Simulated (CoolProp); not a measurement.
Vapour-liquid equilibrium of CH2F2 (R32) (1) + R236EA (2) at 0.555 MPa; x and y are mole fractions of (1).

Values from CoolProp's multi-fluid Helmholtz-energy mixture model, Tillner-Roth 1997 and Rui 2013; pair parameters Bell 2016.

Task: Give the bubble temperature and the first vapour's composition at x = 0.05, 0.2, 0.95. Is there an azeotrope?

Result: x = 0.05: 323.7 K, y = 0.184; x = 0.2: 306.7 K, y = 0.565; x = 0.95: 263.3 K, y = 0.994. No azeotrope shows between x = 0.05 and 0.95.

Pair parameters are fitted to limited data, so mixtures are less certain than the pure fluids.
